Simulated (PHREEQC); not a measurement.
1 kg of water holding 62 mmol/kgw Na2CO3 meets 20 L of dry gas (CO2 0.52, CH4 0.48 by moles) at fixed total pressure, at 100 °C; fugacities by Peng-Robinson. The gases take part in no redox reaction, some water evaporates into the gas, and hydrates or a liquid gas phase aren't modelled. Precipitation was switched off in this run.

Computed with PHREEQC (ion-association model, phreeqc.dat).

```json
[
 {"P (atm)": "2", "dissolved CO2 (all carbonate carbon) (mol/kgw)": "0.122", "φ of CO2": "0.996", "p of CO2 (atm)": "0.499", "dissolved CH4 (mol/kgw)": "0.000484", "φ of CH4": "1.002", "p of CH4 (atm)": "0.502", "pH": "7.60"},
 {"P (atm)": "5", "dissolved CO2 (all carbonate carbon) (mol/kgw)": "0.143", "φ of CO2": "[?]", "p of CO2 (atm)": "2.03", "dissolved CH4 (mol/kgw)": "0.00188", "φ of CH4": "0.998", "p of CH4 (atm)": "1.96", "pH": "7.05"},
 {"P (atm)": "10", "dissolved CO2 (all carbonate carbon) (mol/kgw)": "0.170", "φ of CO2": "0.973", "p of CO2 (atm)": "4.60", "dissolved CH4 (mol/kgw)": "0.00414", "φ of CH4": "[?]", "p of CH4 (atm)": "4.37", "pH": "6.71"},
 {"P (atm)": "20", "dissolved CO2 (all carbonate carbon) (mol/kgw)": "0.219", "φ of CO2": "0.948", "p of CO2 (atm)": "9.74", "dissolved CH4 (mol/kgw)": "0.00853", "φ of CH4": "0.985", "p of CH4 (atm)": "9.18", "pH": "6.40"},
 {"P (atm)": "30", "dissolved CO2 (all carbonate carbon) (mol/kgw)": "0.264", "φ of CO2": "0.923", "p of CO2 (atm)": "14.9", "dissolved CH4 (mol/kgw)": "0.0127", "φ of CH4": "0.976", "p of CH4 (atm)": "14.0", "pH": "6.23"},
 {"P (atm)": "40", "dissolved CO2 (all carbonate carbon) (mol/kgw)": "0.306", "φ of CO2": "0.899", "p of CO2 (atm)": "20.0", "dissolved CH4 (mol/kgw)": "0.0168", "φ of CH4": "0.969", "p of CH4 (atm)": "18.8", "pH": "6.12"},
 {"P (atm)": "50", "dissolved CO2 (all carbonate carbon) (mol/kgw)": "0.346", "φ of CO2": "0.876", "p of CO2 (atm)": "25.2", "dissolved CH4 (mol/kgw)": "0.0207", "φ of CH4": "0.962", "p of CH4 (atm)": "23.6", "pH": "6.03"},
 {"P (atm)": "75", "dissolved CO2 (all carbonate carbon) (mol/kgw)": "0.433", "φ of CO2": "0.822", "p of CO2 (atm)": "38.1", "dissolved CH4 (mol/kgw)": "0.0299", "φ of CH4": "0.946", "p of CH4 (atm)": "35.6", "pH": "5.88"},
 {"P (atm)": "100", "dissolved CO2 (all carbonate carbon) (mol/kgw)": "0.505", "φ of CO2": "0.773", "p of CO2 (atm)": "51.0", "dissolved CH4 (mol/kgw)": "0.0384", "φ of CH4": "0.933", "p of CH4 (atm)": "47.5", "pH": "5.79"},
 {"P (atm)": "150", "dissolved CO2 (all carbonate carbon) (mol/kgw)": "0.613", "φ of CO2": "0.689", "p of CO2 (atm)": "76.7", "dissolved CH4 (mol/kgw)": "0.0537", "φ of CH4": "0.914", "p of CH4 (atm)": "71.4", "pH": "5.67"},
 {"P (atm)": "200", "dissolved CO2 (all carbonate carbon) (mol/kgw)": "0.686", "φ of CO2": "0.624", "p of CO2 (atm)": "102", "dissolved CH4 (mol/kgw)": "0.0670", "φ of CH4": "0.903", "p of CH4 (atm)": "95.2", "pH": "5.60"},
 {"P (atm)": "300", "dissolved CO2 (all carbonate carbon) (mol/kgw)": "[?]", "φ of CO2": "0.541", "p of CO2 (atm)": "154", "dissolved CH4 (mol/kgw)": "0.0896", "φ of CH4": "0.894", "p of CH4 (atm)": "143", "pH": "5.50"},
 {"P (atm)": "400", "dissolved CO2 (all carbonate carbon) (mol/kgw)": "0.845", "φ of CO2": "0.498", "p of CO2 (atm)": "205", "dissolved CH4 (mol/kgw)": "0.108", "φ of CH4": "0.900", "p of CH4 (atm)": "190", "pH": "5.42"}
]
```

Task: What belongs in the gaps?

Result: 
- 5, φ of CO2: 0.986
- 10, φ of CH4: 0.993
- 300, dissolved CO2 (all carbonate carbon) (mol/kgw): 0.781

Away from 25 °C the constants follow the database's enthalpies or fits; those with neither stay at their 25 °C values.
